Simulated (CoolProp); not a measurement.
Vapour-liquid equilibrium of m-xylene (1) + n-decane (2) at 350.8 K; x and y are mole fractions of (1).

Computed with CoolProp (multi-fluid Helmholtz-energy mixture model, Zhou 2012 and Lemmon 2006; pair parameters Bell 2016).

```json
[
 {"x": "0.05", "bubble pressure, mixture model (bar)": "0.04254", "bubble pressure, Raoult's law (bar)": "0.04164", "y, mixture model": "0.182", "y, Raoult's law": "0.166"},
 {"x": "0.125", "bubble pressure, mixture model (bar)": "0.05103", "bubble pressure, Raoult's law (bar)": "0.04924", "y, mixture model": "0.369", "y, Raoult's law": "0.350"},
 {"x": "0.2", "bubble pressure, mixture model (bar)": "0.05909", "bubble pressure, Raoult's law (bar)": "0.05684", "y, mixture model": "0.499", "y, Raoult's law": "0.485"},
 {"x": "0.275", "bubble pressure, mixture model (bar)": "?", "bubble pressure, Raoult's law (bar)": "0.06444", "y, mixture model": "0.596", "y, Raoult's law": "0.588"},
 {"x": "0.35", "bubble pressure, mixture model (bar)": "0.07438", "bubble pressure, Raoult's law (bar)": "0.07204", "y, mixture model": "0.672", "y, Raoult's law": "0.670"},
 {"x": "0.425", "bubble pressure, mixture model (bar)": "0.08176", "bubble pressure, Raoult's law (bar)": "0.07964", "y, mixture model": "?", "y, Raoult's law": "0.736"},
 {"x": "0.5", "bubble pressure, mixture model (bar)": "0.08906", "bubble pressure, Raoult's law (bar)": "0.08724", "y, mixture model": "0.786", "y, Raoult's law": "0.790"},
 {"x": "0.575", "bubble pressure, mixture model (bar)": "0.09632", "bubble pressure, Raoult's law (bar)": "0.09483", "y, mixture model": "0.830", "y, Raoult's law": "0.836"},
 {"x": "0.65", "bubble pressure, mixture model (bar)": "0.1036", "bubble pressure, Raoult's law (bar)": "0.1024", "y, mixture model": "0.869", "y, Raoult's law": "0.875"},
 {"x": "0.725", "bubble pressure, mixture model (bar)": "0.1109", "bubble pressure, Raoult's law (bar)": "0.1100", "y, mixture model": "0.903", "y, Raoult's law": "0.909"},
 {"x": "0.8", "bubble pressure, mixture model (bar)": "0.1182", "bubble pressure, Raoult's law (bar)": "0.1176", "y, mixture model": "0.933", "y, Raoult's law": "0.938"},
 {"x": "0.875", "bubble pressure, mixture model (bar)": "0.1255", "bubble pressure, Raoult's law (bar)": "0.1252", "y, mixture model": "0.960", "y, Raoult's law": "0.963"},
 {"x": "0.95", "bubble pressure, mixture model (bar)": "?", "bubble pressure, Raoult's law (bar)": "0.1328", "y, mixture model": "0.985", "y, Raoult's law": "0.986"}
]
```

Question: What belongs in the gaps?

Answer: 
- 0.275, bubble pressure, mixture model (bar): 0.06684
- 0.425, y, mixture model: 0.734
- 0.95, bubble pressure, mixture model (bar): 0.1329

The largest gap from Raoult's law is +4.0 % in bubble pressure, at x = 0.2. No azeotrope shows between x = 0.05 and 0.95.

The pair parameters rest on a limited set of measurements; away from them the model extrapolates.
